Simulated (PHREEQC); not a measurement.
Model water analysis in mg/kgw, 25 °C, pH 5.89, pe 8.3: Na 1.3; K 1.01; Ca 0.594; Mg 0.305; Cl 0.782; S(6) as SO4 2.5; Alkalinity as HCO3 3.6; Br 0.00192; F 0.00477.

Valence states are taken as typed.

All values are PHREEQC results (ion-association model, wateq4f.dat), not measurements.

Precipitation was switched off in this run.

Q: Predict the charge-balance error.

A: charge-balance error 1.4 %.

Q: In which forms is C present?

A: CO2 74 %, HCO3- 26 % of the C.
